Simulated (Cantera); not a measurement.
A Cantera script and what it prints.

```python
import numpy as np
import cantera as ct

gas_names = """
    CL CL2 H HCL H2 Si SiCL SiCL2 SiCL3 SiCL4 SiH SiHCL3 SiH2 SiH2CL2 SiH3 SiH3CL SiH4 Si2 Si3
""".split()
cond_names = """
    Si(cr) Si(L)
""".split()


# ... load() reads the species with a 1 bar reference pressure and builds the phases ...
atoms = {
    'SiH2Cl2': {'Si': 1, 'H': 2, 'CL': 2},
    'HCl': {'H': 1, 'CL': 1},
    'H2': {'H': 2},
}
top_T = {}  # K; cautious upper limits of use, not melting points


# ... equilibrate(T, P, feed) seeds the gas with the atoms and calls Mixture.equilibrate('TP', solver="vcs", rtol=1e-11, max_steps=5000) ...
results = []
feed = {'SiH2Cl2': 1, 'HCl': 0.062, 'H2': 3.7}  # mol
T = 1148.15  # K
P = 10000  # Pa
mix = equilibrate(T, P, feed)
results.append((T, P, feed, dict(zip(mix.species_names, mix.species_moles))))
print(gas.report(threshold=1e-05))
for i in range(1, mix.n_phases):
    print(f"{mix.phase(i).name:16s} {mix.phase_moles(i):12.5e} mol")
```

It prints:

```
       temperature   1148.2 K
          pressure   10000 Pa
           density   0.019067 kg/m^3
  mean mol. weight   18.202 kg/kmol
   phase of matter   gas

                          1 kg             1 kmol
                     ---------------   ---------------
          enthalpy       -1.5445e+06       -2.8113e+07  J
   internal energy        -2.069e+06        -3.766e+07  J
           entropy             12302        2.2391e+05  J/K
    Gibbs function       -1.5669e+07       -2.8519e+08  J
 heat capacity c_p            2058.7             37471  J/K
 heat capacity c_v            1601.9             29157  J/K

                      mass frac. Y      mole frac. X     chem. pot. / RT
                     ---------------   ---------------   ---------------
               HCL           0.10449          0.052167           -39.565
                H2          0.094526           0.85343           -20.321
             SiCL2          0.038054         0.0069975           -62.767
             SiCL3          0.045755         0.0061949           -92.172
             SiCL4           0.56471          0.060504           -121.58
            SiHCL3           0.14789          0.019874           -102.33
           SiH2CL2         0.0045389        0.00081796           -83.088
     [  +12 minor]        3.3276e-05         9.336e-06

Si(cr)            4.98369e-01 mol
```

Equilibrium computed with Cantera from the NASA thermochemical tables; the gas is ideal and each condensed phase is pure. The tables' values for SiCl3 are old estimates; treat these amounts as uncertain.
